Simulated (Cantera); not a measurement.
What does this Cantera script print?

```python
import numpy as np
import cantera as ct

gas = ct.Solution("gri30.yaml")
gas.TPX = 1373, 100000, {'C2H6': 1, 'N2': 11}
reactor = ct.IdealGasConstPressureReactor(gas, energy="off", clone=False)
net = ct.ReactorNet([reactor])
net.rtol, net.atol = 1e-08, 1e-18
show = ['C2H6', 'HCN', 'C2H4', 'H', 'CH2', 'C2H']
times = np.geomspace(4e-06, 10, 14)

steps = ct.SolutionArray(gas, extra=["t"])
rows = []
print(f"{'t/s':>10s}{'T/K':>9s}{'P/Pa':>11s}" + "".join(f"{s:>11s}" for s in show))
for t in times:
    while net.time < t:
        t_next = net.step()
        steps.append(gas.state, t=t_next)
    rows.append([np.interp(t, steps.t, y) for y in (steps.T, steps.P, *steps(*show).X.T)])
    print(f"{t:10.3e}{rows[-1][0]:9.1f}{rows[-1][1]:11.4g}" + "".join(f"{x:11.3e}" for x in rows[-1][2:]))
rate = np.gradient(steps.T, steps.t)
print("integrator steps:", len(steps.t))
if steps.T.max() > steps.T[0] + 200:
    print(f"time of steepest temperature rise: {steps.t[rate.argmax()]:.4e} s")
gas.TPX = 1373, 100000, {'C2H6': 1, 'N2': 11}
gas.equilibrate("TP")
print(f"equilibrium (TP): T = {gas.T:.1f} K  " + "  ".join(f"{s} {gas[s].X[0]:.3e}" for s in show))
```

It prints:

```
       t/s      T/K       P/Pa       C2H6        HCN       C2H4          H        CH2        C2H
 4.000e-06   1373.0      1e+05  8.331e-02  3.697e-16  1.043e-06  1.447e-07  2.503e-10  1.918e-20
 1.242e-05   1373.0      1e+05  8.321e-02  3.499e-13  2.767e-05  1.267e-06  3.957e-09  1.947e-16
 3.858e-05   1373.0      1e+05  8.239e-02  1.462e-10  5.654e-04  6.793e-06  2.993e-08  1.290e-12
 1.198e-04   1373.0      1e+05  7.743e-02  1.453e-09  4.535e-03  1.123e-05  6.401e-08  5.889e-11
 3.721e-04   1373.0      1e+05  6.202e-02  2.838e-09  1.683e-02  1.275e-05  5.903e-08  2.840e-10
 1.156e-03   1373.0      1e+05  2.897e-02  3.996e-09  4.068e-02  1.585e-05  3.849e-08  1.117e-09
 3.589e-03   1373.0      1e+05  3.159e-03  4.596e-09  4.864e-02  1.204e-05  6.585e-09  2.147e-09
 1.115e-02   1373.0      1e+05  2.192e-04  4.607e-09  3.734e-02  3.965e-06  4.846e-10  1.057e-09
 3.461e-02   1373.0      1e+05  5.503e-05  4.567e-09  2.623e-02  2.219e-06  1.248e-10  7.224e-10
 1.075e-01   1373.0      1e+05  2.985e-05  4.522e-09  1.378e-02  1.891e-06  7.463e-11  7.167e-10
 3.339e-01   1373.0      1e+05  1.690e-05  4.508e-09  7.668e-03  1.582e-06  4.856e-11  6.358e-10
 1.037e+00   1373.0      1e+05  1.580e-05  4.535e-09  7.144e-03  1.507e-06  4.624e-11  6.106e-10
 3.220e+00   1373.0      1e+05  1.551e-05  4.617e-09  6.933e-03  1.396e-06  4.540e-11  5.715e-10
 1.000e+01   1373.0      1e+05  1.517e-05  4.834e-09  6.536e-03  1.220e-06  4.406e-11  5.100e-10
integrator steps: 1396
equilibrium (TP): T = 1373.0 K  C2H6 9.090e-06  HCN 6.332e-02  C2H4 3.339e-03  H 1.109e-06  CH2 3.188e-11  C2H 2.178e-10
```

Model: GRI-Mech 3.0 (53 species, 325 reactions), integrated in Cantera. GRI-Mech 3.0 stops at C3 and has no aromatics, soot or wall deposition, so with more carbon than oxygen in the feed, carbon stays in small species such as C2H2 where larger ones or solid carbon would form.
